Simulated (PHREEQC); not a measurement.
A solution holds 180 mmol/kgw CuCl2, 150 mmol/kgw HCl and 0.085 mmol/kgw H3BO3, at 25 °C. Closed to the air; pH follows from the charge balance.

The numbers come from PHREEQC with the ion-association model, wateq4f.dat.

```
quantity                       before    after
----------------------------  -------  -------
pH                               0.94     0.95
ionic strength (mol/kgw)        0.600    0.479
Cl- (mol/kgw)                   0.463    0.399
Cu+2 (mol/kgw)                  0.137   0.0793
CuCl+ (mol/kgw)                0.0399   0.0909
CuCl2 (mol/kgw)               0.00348  0.00981
SI of Tenorite (CuO)            -7.23    -6.29
SI of Atacamite (Cu2(OH)3Cl)    -8.04    -7.14
```

Problem. What was changed between the two runs?
A. temperature from 25 to 90 °C
B. temperature from 25 to 15 °C
C. temperature from 25 to 60 °C
D. diluted 5-fold with water

Solution. C, temperature from 25 to 60 °C

No solid was allowed to form. At this temperature some constants are extrapolated from 25 °C, and those without enthalpy data are left unchanged.
